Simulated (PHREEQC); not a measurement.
Model water analysis in mg/L, 20 °C, pH 7.68, pe 12.8: Na 7.01; K 0.213; Ca 44.8; Mg 3.97; Cl 32.5; S(6) as SO4 95.4; Alkalinity as HCO3 77.3; Li 0.266.

Valence states are taken as typed.

Computed with PHREEQC (ion-association model, wateq4f.dat).

Precipitation was switched off in this run.

Task: What ionic strength, charge-balance error does the model give?

Result: ionic strength 0.00535 mol/kgw; charge-balance error -19.0 %.

Task: In which forms is Mg present?

Result: Mg+2 90 %, MgSO4 8.9 %, MgHCO3+ 1.0 % of the Mg.

Species that the database lacks are ignored.
